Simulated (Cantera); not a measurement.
Input (Python, Cantera) and output of one run.

```python
import numpy as np
import cantera as ct

gas_names = """
    H H2S S2
""".split()
cond_names = """
    Ni3S4(s) NiS(b) NiS(a) NiS(L) NiS2(s) NiS2(L)
""".split()


# ... load() reads the species with a 1 bar reference pressure and builds the phases ...
species = {s.name: s for s in load("nasa_gas.yaml", gas_names) + load("nasa_condensed.yaml", cond_names)}
# Each term lists the table entries of one substance; the one whose range holds T is used.
reactions = {
    '2 H(g) + Ni3S4 = 3 NiS + H2S(g)':
        [(-2, ['H']), (-1, ['Ni3S4(s)']), (3, ['NiS(b)', 'NiS(a)', 'NiS(L)']), (1, ['H2S'])],
    '2 NiS2 = 2 NiS + S2(g)':
        [(-2, ['NiS2(s)', 'NiS2(L)']), (2, ['NiS(b)', 'NiS(a)', 'NiS(L)']), (1, ['S2'])],
}


def pick(names, T):
    return next(species[n] for n in names if species[n].thermo.min_temp <= T <= species[n].thermo.max_temp)


results = []
for label, terms in reactions.items():
    print(label)
    print("     T/K   dH/kJ  dS/(J/K)   dG/kJ   log10 K")
    for T in [350, 375, 400, 425, 450, 475, 500, 525, 550, 575]:
        used = [(nu, pick(names, T)) for nu, names in terms]
        dH = sum(nu * s.thermo.h(T) for nu, s in used) / 1e6
        dS = sum(nu * s.thermo.s(T) for nu, s in used) / 1e3
        dG = dH - T * dS / 1e3
        logK = -dG * 1e6 / (ct.gas_constant * T * np.log(10))
        results.append((label, T, dH, dS, dG, logK, [s.name for _, s in used]))
        print(f"{T:8g} {dH:8.1f} {dS:8.1f} {dG:8.1f} {logK:8.2f}")
```

Result:

```
2 H(g) + Ni3S4 = 3 NiS + H2S(g)
     T/K   dH/kJ  dS/(J/K)   dG/kJ   log10 K
     350   -420.6    -56.2   -400.9    59.83
     375   -421.4    -58.5   -399.5    55.65
     400   -422.3    -60.6   -398.0    51.97
     425   -423.1    -62.7   -396.5    48.73
     450   -424.0    -64.7   -394.9    45.83
     475   -424.9    -66.7   -393.2    43.24
     500   -425.9    -68.7   -391.5    40.90
     525   -426.9    -70.6   -389.8    38.78
     550   -427.9    -72.6   -388.0    36.85
     575   -429.0    -74.5   -386.2    35.08
2 NiS2 = 2 NiS + S2(g)
     T/K   dH/kJ  dS/(J/K)   dG/kJ   log10 K
     350    214.7    188.2    148.9   -22.22
     375    214.4    187.4    144.2   -20.08
     400    214.2    186.7    139.5   -18.22
     425    213.9    186.1    134.8   -16.57
     450    213.7    185.6    130.2   -15.11
     475    213.5    185.1    125.6   -13.81
     500    213.2    184.6    120.9   -12.63
     525    213.0    184.2    116.3   -11.57
     550    212.8    183.8    111.7   -10.61
     575    212.6    183.5    107.1    -9.73
```

Source: NASA polynomial tables (part measured, part estimated), evaluated in Cantera. Condensed species are held in their standard states even where they would react or evaporate.
